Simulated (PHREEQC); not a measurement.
Leach liquor: an equilibrium model

Make-up at 25 °C: 3.9 mmol/kgw HCl, 2.2 mmol/kgw MnSO4 and 0.15 mmol/kgw Fe2(SO4)3. Closed to the air; pH follows from the charge balance.

All values are PHREEQC results (ion-association model, phreeqc.dat), not measurements.

Precipitation was switched off in this run.

What pH, ionic strength does the model give?

pH 2.49; ionic strength 0.0117 mol/kgw.

In which forms is Fe present?

FeSO4+ 69 %, FeOH+2 15 %, Fe+3 12 %, Fe(SO4)2- 1.7 %, Fe(OH)2+ 1.1 %, FeHSO4+2 0.8 % of the Fe.

Examples of supersaturated solids here: Hematite (slow to form), Goethite (slow to form). Others may be too. Complexes and solids missing from the database can't appear.
